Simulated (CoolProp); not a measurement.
Properties of R115 at several states (Tc = 353.1 K, pc = 3.129 MPa, ω = 0.248).

Computed with CoolProp (reference Helmholtz-energy equation of state, Lemmon 2016).

```tsv
T (K)	p (MPa)	phase	density (kg/m³)	expansivity (1/kK)
189.7	0.0105	liquid	1694	1.899
371.8	6.67	supercritical	932.2	9.312
266.4	0.0412	gas	2.904	3.886
```
